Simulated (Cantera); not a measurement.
What does this Cantera script print?

```python
import numpy as np
import cantera as ct

gas_names = """
    C CH CH2 CH3 CH2OH CH3O CH4 CH3OH CO CO2 COOH C2 C2H CHCO,ketyl C2H2,acetylene C2H2,vinylidene
    CH2CO,ketene C2H3,vinyl CH3CO,acetyl C2H4 C2H4O,ethylen CH3CHO,ethanal CH3COOH (HCOOH)2 C2H5 C2H6
    CH3OCH3 C2H5OH C2O C3 C3H3,propargyl C3H4,allene C3H4,propyne C3H4,cyclo- C3H5,allyl C3H6,propylene
    C3H6,cyclo- C3H6O C3H7,n-propyl C3H7,i-propyl C3H8 C3H8O,1propanol C3H8O,2propanol C3O2 C4 C4H2
    C4H4,1,3-cyclo- C4H6,butadiene C4H6,2-butyne C4H6,cyclo- C4H8,1-butene C4H8,cis2-buten
    C4H8,tr2-butene C4H8,isobutene C4H8,cyclo- (CH3COOH)2 C4H9,n-butyl C4H9,i-butyl C4H9,s-butyl
    C4H9,t-butyl C4H10,isobutane C4H10,n-butane C5 C5H6,1,3cyclo- C5H8,cyclo- C5H10,1-pentene
    C5H10,cyclo- C5H11,pentyl C5H11,t-pentyl C5H12,n-pentane C5H12,i-pentane CH3C(CH3)2CH3 C6H2
    C6H5,phenyl C6H5O,phenoxy C6H6 C6H5OH,phenol C6H10,cyclo- C6H12,1-hexene C6H12,cyclo- C6H13,n-hexyl
    C7H7,benzyl C7H8 C7H8O,cresol C7H14,1-heptene C7H15,n-heptyl C7H16,n-heptane C8H8,styrene
    C8H10,ethylbenz C8H16,1-octene C8H17,n-octyl C8H18,isooctane C8H18,n-octane C9H19,n-nonyl
    C10H8,naphthale C10H21,n-decyl C12H9,o-bipheny C12H10,bipheny H HCO HO2 H2 HCHO,formaldehy HCOOH H2O
    H2O2 O OH O2 O3 Ta TaO TaO2
""".split()
cond_names = """
    C(gr) C6H6(L) C7H8(L) C8H18(L),n-octa H2O(s) H2O(L) Ta(cr) Ta(L) TaC(s) TaC(L) Ta2O5(s) Ta2O5(L)
""".split()


def load(file, names, dense=False):
    # The tables refer to 1 bar. Condensed volumes are neglected.
    table = {s.name: s for s in ct.Species.list_from_file(file)}
    out = []
    for n in names:
        d = dict(table[n].input_data)
        d["thermo"] = dict(d["thermo"], **{"reference-pressure": 1e5})
        if dense:
            d["equation-of-state"] = {"model": "constant-volume", "density": "1e6 g/cm^3"}
        out.append(ct.Species.from_dict(d))
    return out


gas = ct.Solution(thermo="ideal-gas", species=load("nasa_gas.yaml", gas_names))
cond = {s.name: ct.Solution(thermo="fixed-stoichiometry", species=[s], name=s.name)
        for s in load("nasa_condensed.yaml", cond_names, dense=True)}
atoms = {
    'Ta2O5': {'Ta': 2, 'O': 5},
    'CO': {'C': 1, 'O': 1},
    'H2': {'H': 2},
}
top_T = {'C(gr)': 4500}  # K; cautious upper limits of use, not melting points


def equilibrate(T, P, feed):
    n = {}
    for name, mol in feed.items():
        for a, k in atoms[name].items():
            n[a] = n.get(a, 0.0) + k * mol
    gas.TPX = T, P, n
    mass = sum(n.values()) * gas.mean_molecular_weight
    gas.equilibrate("TP")
    valid = [c for c in cond.values() if c.min_temp <= T <= top_T.get(c.name, c.max_temp)]
    mix = ct.Mixture([(gas, mass / gas.mean_molecular_weight)] + [(c, 0.0) for c in valid])
    mix.T, mix.P = T, P
    mix.equilibrate("TP", solver="vcs", rtol=1e-11, max_steps=5000)
    return mix


results = []
feed = {'Ta2O5': 1, 'CO': 9.1, 'H2': 0.55}  # mol
T = 2598  # K
P = 1333.22  # Pa
mix = equilibrate(T, P, feed)
results.append((T, P, feed, dict(zip(mix.species_names, mix.species_moles))))
x = sorted(zip(gas.X, gas.species_names), reverse=True)
print(f"T = {T:g} K  P = {P:g} Pa  gas = {mix.phase_moles(0):.4g} mol")
print("   x: " + "  ".join(f"{s} {v:.3e}" for v, s in x if v > 1e-06))
print("   condensed (mol): " + ("  ".join(f"{mix.phase(i).name} {mix.phase_moles(i):.4g}"
      for i in range(1, mix.n_phases) if mix.phase_moles(i) > 1e-12) or "none"))
```

Result:

```
T = 2598 K  P = 1333.22 Pa  gas = 10.31 mol
   x: CO 8.693e-01  H 5.161e-02  TaO2 3.498e-02  H2 2.450e-02  CO2 1.343e-02  H2O 2.447e-03  O 1.623e-03  OH 1.190e-03  TaO 8.903e-04  O2 6.602e-05
   condensed (mol): Ta2O5(L) 0.8151
```

Equilibrium computed with Cantera from the NASA thermochemical tables; the gas is ideal and each condensed phase is pure.
